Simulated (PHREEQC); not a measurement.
## Sulfide liquor: an equilibrium model

Dissolve 0.0024 mol/kgw Na2S and 0.22 mol/kgw NaCl at 20 °C. Closed to the air; pH follows from the charge balance.

Model: ion-association model, wateq4f.dat, run in PHREEQC.

This is a speciation only: nothing precipitates in the calculation.

Q: Estimate the pH, activity of water.

A: pH 11.38; activity of water 0.992.

The polysulfide entries of wateq4f.dat were taken out for this run.
